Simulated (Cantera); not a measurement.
Gas-phase reforming

A perfectly stirred reactor is fed with 96.2 % CH4, 3.75 % CO2, at 12.0 bar; it is held at 1523 K, and followed from long to short residence time.

Cantera simulation using GRI-Mech 3.0 (53 species, 325 reactions); the numbers are that mechanism's predictions, not measurements. GRI-Mech 3.0 stops at C3 and has no aromatics, soot or wall deposition, so with more carbon than oxygen in the feed, carbon stays in small species such as C2H2 where larger ones or solid carbon would form. The pressure lies above the range GRI-Mech 3.0 was tuned for (to about 10 atm).

| τ (s) | x CH4 | x CO2 | x CH2CO | x C2H | x O2 |
|---|---|---|---|---|---|
| 7.1 | 0.449 | 0.000790 | 2.00e-6 | 1.62e-9 | <1e-12 |
| 1.7 | 0.453 | 0.00206 | 2.47e-6 | 1.72e-9 | <1e-12 |
| 0.41 | 0.469 | 0.00590 | 2.49e-6 | 1.71e-9 | <1e-12 |
| 0.097 | 0.538 | 0.0169 | 1.47e-6 | 1.37e-9 | <1e-12 |
| 0.023 | 0.717 | 0.0304 | 3.18e-7 | 7.15e-10 | <1e-12 |
| 0.0056 | 0.876 | 0.0359 | 2.93e-8 | 1.99e-10 | <1e-12 |
| 0.0013 | 0.943 | 0.0373 | 1.02e-9 | 1.64e-11 | <1e-12 |
x: mole fraction; the columns are a selection and need not sum to one.
